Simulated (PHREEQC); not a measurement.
0.5 mol of Anglesite (PbSO4) is brought to equilibrium with 1 kg of water, at 25 °C under several pressures of CO2. Oxygen is held at 0.21 atm. Only these solids could form: Anglesite, Cerussite, Pb(OH)2.

The numbers come from PHREEQC with the ion-association model, phreeqc.dat.

```csv
log pCO2 (atm),pH,dissolved Pb (mol/kgw),dissolved S (mol/kgw),CO2 (mol/kgw),PbHCO3+ (mol/kgw)
-5,5.79,0.000152,0.000152,3.40e-7,9.62e-9
-4.5,5.76,0.000152,0.000152,1.08e-6,2.84e-8
-4,5.69,0.000152,0.000152,3.40e-6,7.59e-8
-3.5,5.55,0.000152,0.000152,1.08e-5,1.75e-7
-3,5.35,0.000152,0.000152,3.40e-5,3.54e-7
-2.5,5.13,0.000152,0.000152,0.000108,6.63e-7
-2,4.89,0.000152,0.000152,0.000340,1.20e-6
-1.5,4.64,0.000153,0.000153,0.00108,2.15e-6
-1,4.39,0.000154,0.000154,0.00340,3.82e-6
-0.5,4.14,0.000156,0.000156,0.0107,6.75e-6
0,3.89,0.000160,0.000160,0.0338,1.18e-5
```

Species that the database lacks are ignored.
